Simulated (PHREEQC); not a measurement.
PHREEQC input (ion-association model, wateq4f.dat):

```
SOLUTION_MASTER_SPECIES
  Amm  AmmH+  0  AmmH  17.031  # ammonia with no redox link, constants of NH4+
SOLUTION_SPECIES
  AmmH+ = AmmH+
    -log_k 0
  AmmH+ = Amm + H+
    -log_k -9.252
    -delta_h 12.48 kcal
    -analytic 0.6322 -0.001225 -2835.76
    -gamma 2.5 0.0
  AmmH+ + SO4-2 = AmmHSO4-
    -log_k 1.11
    -gamma 5.0 0.0
PHASES
  Amm(g)
    Amm = Amm
    -log_k 1.770
    -delta_h -8.170 kcal
EXCHANGE_SPECIES
  AmmH+ + X- = AmmHX
    -log_k 0.6
SOLUTION 1
  temp 80
  units mmol/kgw
  pH 7 charge
  F 13.8
  Na 7.8
  Si 0.35
  Amm 0.7
  Cl 2.9
SOLUTION 2
  temp 80
  units mmol/kgw
  pH 7 charge
  S(6) 7.6
  Si 0.43
  C(4) 0.13
END
SELECTED_OUTPUT 1
  -reset false
  -pH true
  -pe true
  -ionic_strength true
  -water true
  -totals Amm C Cl F Na S Si C(-4) C(4) S(-2)
    S(6)
  -molalities H+ CO3-2 Cl- F- Na+ SO4-2 H4SiO4 H3SiO4- H2SiO4-2 CO2
    HCO3- NaCO3- NaHCO3 NaSO4- HSO4- H2S HS- S-2 O2 OH-
    SiF6-2 HF HF2- H2F2 NaF AmmH+ Amm AmmHSO4-
  -equilibrium_phases SiO2(a) Halite Mirabilite Nahcolite Natron
PRINT
  -reset false
MIX 1
  1 1
  2 0
EQUILIBRIUM_PHASES 1
  SiO2(a) 0 0
  Halite 0 0
  Mirabilite 0 0
  Nahcolite 0 0
  Natron 0 0
  O2(g) -0.68 10
END
# ... the last block is repeated for the other 10 points of share of solution B
```

Selected output (columns that matter, 11 of 11 rows; share of solution B added in front):

```
share of solution B	pH	mu	Amm	C	Cl	F	Na	S	Si	m_H+	m_Cl-	m_F-	m_Na+	m_SO4-2
0	3.498	0.0091034	0.0007	0	0.0029	0.0138	0.0078	0	0.00035	0.0003501	0.0029	0.005239	0.0077813	0
0.1	3.2961	0.0090623	0.00063	1.3e-05	0.00261	0.01242	0.00702	0.00076	0.000358	0.00055728	0.00261	0.0035584	0.006989	0.00064322
0.2	3.0684	0.0090748	0.00056	2.6e-05	0.00232	0.01104	0.00624	0.00152	0.000366	0.0009413	0.00232	0.0022202	0.0062016	0.0011894
0.3	2.8438	0.0091715	0.00049	3.9e-05	0.00203	0.0096601	0.00546	0.00228	0.000374	0.0015796	0.00203	0.0013346	0.0054194	0.0015831
0.4	2.6509	0.0093861	0.00042	5.2e-05	0.00174	0.0082801	0.00468	0.00304	0.000382	0.0024649	0.00174	0.00080989	0.0046417	0.0018261
0.5	2.4948	0.0097223	0.00035	6.5001e-05	0.00145	0.0069001	0.0039	0.0038	0.00039	0.0035361	0.00145	0.00049827	0.0038665	0.0019652
0.6	2.3702	0.010137	0.00028	7.8001e-05	0.00116	0.00552	0.00312	0.00456	0.000398	0.004719	0.00116	0.00030813	0.0030926	0.0020483
0.7	2.2696	0.010589	0.00021	9.1001e-05	0.00087001	0.00414	0.00234	0.00532	0.000406	0.0059589	0.00087001	0.00018653	0.0023192	0.0021044
0.8	2.1865	0.011058	0.00014	0.000104	0.00058	0.00276	0.00156	0.00608	0.000414	0.0072281	0.00058	0.00010393	0.001546	0.0021466
0.9	2.1161	0.011537	7e-05	0.000117	0.00029	0.00138	0.00078	0.00684	0.000422	0.0085142	0.00029	4.4604e-05	0.00077299	0.0021811
1	2.0553	0.012022	0	0.00013	0	0	0	0.0076	0.00043	0.0098109	0	0	0	0.0022109
```

Species that the database lacks are ignored. Away from 25 °C the constants follow the database's enthalpies or fits; those with neither stay at their 25 °C values. SiF6-2 is the database's only silicon fluoride.
